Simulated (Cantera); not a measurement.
An isothermal plug-flow reactor at 950 K and 101000 Pa (inlet), inlet velocity 0.25 m/s, active area per volume 1600 1/m; feed H₂ : O₂ : N₂ = 0.0033 : 0.13 : 0.79 (molar parts).

Computed with Cantera and Deutschmann's 1995 Pt surface mechanism with GRI-Mech 3.0 gas chemistry. Catalytic surfaces can have several steady states; this one follows from the mechanism file's or the stated starting coverage. Mass transfer to the wall is taken as infinitely fast.

Task: What does this change do: temperature 950 to 698 K?

Result: 
```tsv
quantity	before	after
x(H₂) at z = 0.0039 m	3.84e-12	4.37e-6
x(O₂) at z = 0.0039 m	0.139	0.139
x(H₂O) at z = 0.0039 m	0.00358	0.00358
θ(free Pt) at the exit	0.133	0.00630
θ(O*) at the exit	0.866	0.993
```
